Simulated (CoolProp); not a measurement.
Saturated liquid density (kg/m³) of 1,2-dichloroethane: the reference equation beside estimates from Tc = 288.4 °C, pc = 5.226 MPa, ω = 0.269. Rackett uses Z = 0.29056 − 0.08775 ω.

Values from CoolProp's reference Helmholtz-energy equation of state, Thol 2015.

```
T (°C)  reference  Rackett  van der Waals  Soave-Redlich-Kwong
------  ---------  -------  -------------  -------------------
168.15       1005    970.8          580.4                866.0
174.65      991.2    957.9          572.6                851.9
181.25      977.2    944.5          564.5                837.1
187.75      963.0    930.8          556.2                821.9
194.35      948.2    916.5          547.4                805.8
200.85      933.1    901.9          538.5                789.3
207.45      917.3    886.5          529.1                771.7
214.05      900.8    870.5          519.2                753.3
220.55      884.0    854.0          509.1                734.1
```

Absolute difference from the reference over all 9 rows, mean and median: Rackett 3.4 and 3.4 %, van der Waals 42.3 and 42.3 %, Soave-Redlich-Kwong 15.2 and 15.0 %.
